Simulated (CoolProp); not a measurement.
Saturation properties of R1224YDZ.

The numbers come from the reference Helmholtz-energy equation of state, Akasaka 2023 in CoolProp.

```json
[
 {"T (°C)": "-65.85", "p (kPa)": "0.9557", "vapour density (kg/m³)": "0.08257", "enthalpy of vaporisation (kJ/kg)": "206.2", "liquid cp (kJ/(kg K))": "1.021"},
 {"T (°C)": "-56.55", "p (kPa)": "2.039", "vapour density (kg/m³)": "0.1688", "enthalpy of vaporisation (kJ/kg)": "201.9", "liquid cp (kJ/(kg K))": "1.028"},
 {"T (°C)": "-47.25", "p (kPa)": "4.032", "vapour density (kg/m³)": "0.3210", "enthalpy of vaporisation (kJ/kg)": "197.7", "liquid cp (kJ/(kg K))": "1.037"},
 {"T (°C)": "-38.05", "p (kPa)": "7.424", "vapour density (kg/m³)": "0.5695", "enthalpy of vaporisation (kJ/kg)": "193.6", "liquid cp (kJ/(kg K))": "1.047"},
 {"T (°C)": "-28.75", "p (kPa)": "13.00", "vapour density (kg/m³)": "0.9634", "enthalpy of vaporisation (kJ/kg)": "189.4", "liquid cp (kJ/(kg K))": "1.059"},
 {"T (°C)": "-19.45", "p (kPa)": "21.66", "vapour density (kg/m³)": "1.554", "enthalpy of vaporisation (kJ/kg)": "185.2", "liquid cp (kJ/(kg K))": "1.072"},
 {"T (°C)": "-10.25", "p (kPa)": "34.38", "vapour density (kg/m³)": "2.396", "enthalpy of vaporisation (kJ/kg)": "181.1", "liquid cp (kJ/(kg K))": "1.086"},
 {"T (°C)": "-0.95", "p (kPa)": "52.78", "vapour density (kg/m³)": "3.580", "enthalpy of vaporisation (kJ/kg)": "176.9", "liquid cp (kJ/(kg K))": "1.101"},
 {"T (°C)": "8.35", "p (kPa)": "78.31", "vapour density (kg/m³)": "5.184", "enthalpy of vaporisation (kJ/kg)": "172.5", "liquid cp (kJ/(kg K))": "1.117"},
 {"T (°C)": "17.55", "p (kPa)": "112.3", "vapour density (kg/m³)": "7.281", "enthalpy of vaporisation (kJ/kg)": "168.1", "liquid cp (kJ/(kg K))": "1.134"},
 {"T (°C)": "26.85", "p (kPa)": "157.4", "vapour density (kg/m³)": "10.02", "enthalpy of vaporisation (kJ/kg)": "163.6", "liquid cp (kJ/(kg K))": "1.153"},
 {"T (°C)": "36.15", "p (kPa)": "215.4", "vapour density (kg/m³)": "13.52", "enthalpy of vaporisation (kJ/kg)": "158.8", "liquid cp (kJ/(kg K))": "1.173"},
 {"T (°C)": "45.35", "p (kPa)": "287.7", "vapour density (kg/m³)": "17.85", "enthalpy of vaporisation (kJ/kg)": "153.9", "liquid cp (kJ/(kg K))": "1.195"}
]
```

It boils at 14.9 °C under 1 atm.
